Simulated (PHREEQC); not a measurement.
Solution (20 °C): 0.15 mol/kgw CuSO4, 0.00066 mol/kgw HCl and 0.0031 mol/kgw H3BO3. Closed to the air; pH follows from the charge balance.

The numbers come from PHREEQC with the ion-association model, wateq4f.dat.

```csv
quantity,before,after
ionic strength (mol/kgw),0.297,0.162
CuSO4 (mol/kgw),0.0756,0.0346
Cu+2 (mol/kgw),0.0744,0.0404
SO4-2 (mol/kgw),0.0740,0.0402
SI of Chalcanthite (CuSO4:5H2O),-0.74,-1.09
```

### Question
What was changed between the two runs?
A. temperature from 20 to 70 °C
B. H3BO3 left out
C. diluted 2-fold with water
D. H3BO3 replaced by HBF4 at the same molality
E. 0.018 mol/kgw CO2 added

### Answer
C, diluted 2-fold with water

This is a speciation only: nothing precipitates in the calculation.
